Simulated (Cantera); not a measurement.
An isothermal, constant-pressure homogeneous reactor starts with H2 : O2 = 0.012 : 1 (molar parts), at 1325 K and 160 Pa.

Detailed kinetics in Cantera: GRI-Mech 3.0 (53 species, 325 reactions). Radical loss at walls, strong at low pressure, is not modelled.

### Question
Predict: x(H2) at 10.0 s; x(O2) at 10.0 s; x(HO2) at 10.0 s; x(OH) at 10.0 s; x(H2O2) at 10.0 s; x(H) at 10.0 s; x(H2O) at 10.0 s.

### Answer
```json
{
 "x(H2) at 10.0 s": "3.55e-5 (gas-phase equilibrium 4.05e-8)",
 "x(O2) at 10.0 s": "0.981 (gas-phase equilibrium 0.988)",
 "x(HO2) at 10.0 s": "6.21e-8 (gas-phase equilibrium 1.04e-8)",
 "x(OH) at 10.0 s": "0.00105 (gas-phase equilibrium 3.56e-5)",
 "x(H2O2) at 10.0 s": "1.79e-9 (gas-phase equilibrium 3.13e-11)",
 "x(H) at 10.0 s": "0.000227 (gas-phase equilibrium 8.28e-9)",
 "x(H2O) at 10.0 s": "0.0112 (gas-phase equilibrium 0.0119)"
}
```
